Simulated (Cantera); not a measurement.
A closed system holds: 1 mol Fe, 0.39 mol SO₂, 3.3 mol N₂, equilibrated at 1173 K and 4.50 bar.

Method: chemical equilibrium by Gibbs-energy minimisation in Cantera with the NASA 1993 tables (ideal gas, pure condensed phases). Candidate condensed phases: Fe, FeO, FeS, FeSO₄, FeS₂, Fe₂O₃, Fe₂(SO₄)₃, Fe₃O₄, S; 19 gas species. Mutual solubility and eutectic melting of coexisting phases are not modelled. The tables' stoichiometric FeO is somewhat more stable than real wüstite, so its field is too wide. FeO, FeS: taken at fixed stoichiometry. Kinetics and transport are ignored.

Base state: N₂ 1.000, SO₂ 0.000140, S₂ 3.03e-5 (mole fractions); condensed: FeO(s) + FeS(s) + Fe₃O₄(s).

What changes in the equilibrium state with this change: pressure from 4.50 bar to 0.180 bar?


```csv
species,before,after
N₂,1.000,0.996
SO₂,0.000140,0.00350
S₂,3.03e-5,0.000757
"FeO(s), mol",0.105,0.236
"FeS(s), mol",0.389,0.373
"Fe₃O₄(s), mol",0.168,0.130
```
Gases not in the tables: S₃ to S₇.
